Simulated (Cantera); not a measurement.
Cantera run, input and output.

```python
import numpy as np
import cantera as ct

gas = ct.Solution("gri30.yaml")
gas.TPX = 1775, 37000, {'CH4': 0.012, 'H2': 1}
reactor = ct.IdealGasConstPressureReactor(gas, energy="off", clone=False)
net = ct.ReactorNet([reactor])
net.rtol, net.atol = 1e-08, 1e-18
show = ['CH4', 'H2', 'C2H2', 'C2H4', 'H']
times = np.geomspace(2e-05, 200, 14)

steps = ct.SolutionArray(gas, extra=["t"])
rows = []
print(f"{'t/s':>10s}{'T/K':>9s}{'P/Pa':>11s}" + "".join(f"{s:>11s}" for s in show))
for t in times:
    while net.time < t:
        t_next = net.step()
        steps.append(gas.state, t=t_next)
    rows.append([np.interp(t, steps.t, y) for y in (steps.T, steps.P, *steps(*show).X.T)])
    print(f"{t:10.3e}{rows[-1][0]:9.1f}{rows[-1][1]:11.4g}" + "".join(f"{x:11.3e}" for x in rows[-1][2:]))
rate = np.gradient(steps.T, steps.t)
print("integrator steps:", len(steps.t))
if steps.T.max() > steps.T[0] + 200:
    print(f"time of steepest temperature rise: {steps.t[rate.argmax()]:.4e} s")
gas.TPX = 1775, 37000, {'CH4': 0.012, 'H2': 1}
gas.equilibrate("TP")
print(f"equilibrium (TP): T = {gas.T:.1f} K  " + "  ".join(f"{s} {gas[s].X[0]:.3e}" for s in show))
```

Output:

```
       t/s      T/K       P/Pa        CH4         H2       C2H2       C2H4          H
 2.000e-05   1775.0    3.7e+04  1.186e-02  9.881e-01  8.567e-14  3.814e-11  7.530e-06
 6.910e-05   1775.0    3.7e+04  1.185e-02  9.881e-01  1.262e-11  1.413e-09  2.640e-05
 2.388e-04   1775.0    3.7e+04  1.183e-02  9.881e-01  2.716e-09  5.792e-08  9.052e-05
 8.249e-04   1775.0    3.7e+04  1.178e-02  9.879e-01  6.907e-07  1.852e-06  2.761e-04
 2.850e-03   1775.0    3.7e+04  1.166e-02  9.877e-01  3.412e-05  8.692e-06  4.580e-04
 9.848e-03   1775.0    3.7e+04  1.130e-02  9.879e-01  2.083e-04  1.035e-05  4.665e-04
 3.403e-02   1775.0    3.7e+04  1.023e-02  9.884e-01  7.391e-04  1.423e-05  4.676e-04
 1.176e-01   1775.0    3.7e+04  7.716e-03  9.897e-01  1.984e-03  2.391e-05  4.702e-04
 4.062e-01   1775.0    3.7e+04  4.272e-03  9.915e-01  3.688e-03  3.850e-05  4.740e-04
 1.403e+00   1775.0    3.7e+04  2.147e-03  9.926e-01  4.738e-03  4.827e-05  4.769e-04
 4.849e+00   1775.0    3.7e+04  1.789e-03  9.928e-01  4.915e-03  4.997e-05  4.775e-04
 1.675e+01   1775.0    3.7e+04  1.787e-03  9.928e-01  4.916e-03  4.998e-05  4.775e-04
 5.789e+01   1775.0    3.7e+04  1.787e-03  9.928e-01  4.916e-03  4.998e-05  4.775e-04
 2.000e+02   1775.0    3.7e+04  1.787e-03  9.928e-01  4.916e-03  4.998e-05  4.775e-04
integrator steps: 830
equilibrium (TP): T = 1775.0 K  CH4 1.787e-03  H2 9.928e-01  C2H2 4.916e-03  C2H4 4.998e-05  H 4.775e-04
```

Cantera simulation using GRI-Mech 3.0 (53 species, 325 reactions); the numbers are that mechanism's predictions, not measurements. GRI-Mech 3.0 stops at C3 and has no aromatics, soot or wall deposition, so with more carbon than oxygen in the feed, carbon stays in small species such as C2H2 where larger ones or solid carbon would form.
